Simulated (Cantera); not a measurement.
Input: 1 mol TEOS, 6.9 mol H2O, 73 mol N2, held at 75.0 Torr.

Method: chemical equilibrium by Gibbs-energy minimisation in Cantera with the NASA 1993 tables (ideal gas, pure condensed phases). Candidate condensed phases: C, C6H6, C7H8, C8H18, H2O, Si, SiC, SiO2, Si2N2O, Si3N4; 151 gas species. The feed counts by its element totals alone. Equilibrium is a limit: real reactors are often held back by kinetics, nucleation or transport. All values below are at 850 °C.

Base state: N2 0.746, H2 0.166, CO 0.0789, H2O 0.00641, CO2 0.00278 (mole fractions); condensed: SiO2(β-quartz).

Problem. What changes in the equilibrium state with this change: H2O from 6.9 to 2.7 mol?

Solution. 
| species | before | after |
|---|---|---|
| N2 | 0.746 | 0.808 |
| H2 | 0.166 | 0.140 |
| CO | 0.0789 | 0.0519 |
| CO2 | 0.00278 | 1.63e-5 |
| H2O | 0.00641 | 4.81e-5 |
| HCN | 1.42e-7 | 1.01e-5 |
| CH4 | 1.10e-6 | 5.78e-5 |
| SiO2(β-quartz), mol | 1.00 | 1.00 |
| C(graphite), mol | 0 | 3.30 |

Problem. What changes in the equilibrium state with this change: TEOS replaced by SiH2Cl2?

Solution. 
```
species               before   after
-------------------  -------  ------
N2                     0.746   0.891
H2O                  0.00641  0.0598
HCl                        0  0.0244
H2                     0.166  0.0244
CO                    0.0789       0
CO2                  0.00278       0
SiO2(β-quartz), mol     1.00    1.00
```
Further candidate phases: NH4Cl.
